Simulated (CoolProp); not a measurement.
A simple Rankine cycle with R11: condensing at 305.15 K, boiler at 3.29 MPa, turbine inlet 456.1 K, turbine efficiency 0.9, pump efficiency 0.6, no recuperator. Each further row changes one setting.

Computed with CoolProp (reference Helmholtz-energy equation of state, Jacobsen 1992).

| case | thermal efficiency (%) | net work (kJ/kg) | heat in (kJ/kg) | turbine exit temperature (K) | volume ratio over the turbine |
|---|---|---|---|---|---|
| as stated | 21.2 | ___ | 233 | 313.2 | 27.3 |
| turbine inlet 476.1 K | 21.9 | ___ | 254 | 338.0 | ___ |
| condensing temperature 297.15 K | 22.4 | ___ | 240 | 305.0 | 35.3 |
| boiler pressure 2.3 MPa | 20.3 | 51.0 | 251 | 340.6 | 16.3 |
| turbine efficiency 0.8 | 18.7 | ___ | 233 | 322.7 | ___ |

**Question.** Fill in the missing entries.

**Answer.** 
- as stated, net work (kJ/kg): 49.3
- turbine inlet 476.1 K, net work (kJ/kg): 55.6
- turbine inlet 476.1 K, volume ratio over the turbine: 24.5
- condensing temperature 297.15 K, net work (kJ/kg): 53.6
- turbine efficiency 0.8, net work (kJ/kg): 43.4
- turbine efficiency 0.8, volume ratio over the turbine: 28.3
